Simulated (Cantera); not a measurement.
Thermodynamics of silicon epitaxy and polysilicon growth, feed Si2Cl6 + HCl + N2

Input: 1 mol Si2Cl6, 2 mol HCl, 5 mol N2, at 1050 K and 0.190 bar.

Cantera equilibrium calculation (NASA polynomials, part measured and part estimated; ideal gas, pure solids and liquids). Candidate condensed phases: NH4Cl, Si, Si3N4; 28 gas species. The feed counts by its element totals alone. N2 is the only nitrogen source here; it is nearly inert below about 1500 K, so the nitride shown seldom forms there in practice. The tables' values for SiCl3 are old estimates; treat these amounts as uncertain. Rates play no part.

* **x(N2)**: 0.586
* **x(SiCl4)**: 0.201
* **x(HCl)**: 0.180
* **x(H2)**: 0.0328
* **x(SiHCl3)**: 0.000379
* **x(SiCl3)**: 0.000154
* **x(SiCl2)**: 2.14e-6
* **n(Si3N4(s))**: 0.122 mol
* **gas amount**: 8.122 mol
* **log10 activity of Si(s) (absent)**: -5.94
